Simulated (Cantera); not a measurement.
A closed system holds: 1 mol Si3H8, 40 mol N2, held at 1098.15 K and 1.33 mbar.

Method: chemical equilibrium by Gibbs-energy minimisation in Cantera with the NASA 1993 tables (ideal gas, pure condensed phases). Candidate condensed phases: Si, Si3N4; 18 gas species. The feed counts by its element totals alone. N2 is the only nitrogen source here; it is nearly inert below about 1500 K, so the nitride shown seldom forms there in practice. The numbers say what is thermodynamically allowed, not how fast it happens.

Base state: N2 0.905, H2 0.0952 (mole fractions); condensed: Si3N4(s).

Problem. What changes in the equilibrium state with this change: Si3H8 replaced by SiHCl3?

Solution. 
```json
[
 {"species": "N2", "before": "0.905", "after": "0.964"},
 {"species": "HCl", "before": "0", "after": "0.0228"},
 {"species": "SiCl4", "before": "0", "after": "0.0122"},
 {"species": "H2", "before": "0.0952", "after": "0.000728"},
 {"species": "SiCl3", "before": "0", "after": "0.000316"},
 {"species": "SiCl2", "before": "0", "after": "0.000115"},
 {"species": "Si3N4(s), mol", "before": "1.00", "after": "0.160"}
]
```
The tables' values for SiCl3 are old estimates; treat these amounts as uncertain. Further candidate phases: NH4Cl.

Problem. What changes in the equilibrium state with this change: Si3H8 replaced by SiH2Cl2?

Solution. 
```tsv
species	before	after
N2	0.905	0.954
HCl	0	0.0388
H2	0.0952	0.00483
SiCl4	0	0.00232
SiCl3	0	9.09e-5
SiCl2	0	5.01e-5
Si3N4(s), mol	1.00	0.299
```
The tables' values for SiCl3 are old estimates; treat these amounts as uncertain. Further candidate phases: NH4Cl.
